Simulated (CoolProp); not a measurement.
Vapour-liquid equilibrium of propane (1) + R134a (2) at 0.33 MPa; x and y are mole fractions of (1).

Computed with CoolProp (multi-fluid Helmholtz-energy mixture model, Lemmon 2009 and Tillner-Roth 1994; pair parameters Bell 2016).

Q: Give the bubble temperature and the first vapour's composition at x = 0.35, 0.575, 0.8. Is there an azeotrope?

A: x = 0.35: 256.4 K, y = 0.607; x = 0.575: 255.6 K, y = 0.644; x = 0.8: 255.9 K, y = 0.713. y crosses x between x = 0.65 and 0.725: the model has an azeotrope there.

Pair parameters are fitted to limited data, so mixtures are less certain than the pure fluids. With so large a gap from Raoult's law the liquid may split in two, which this calculation doesn't test in full.
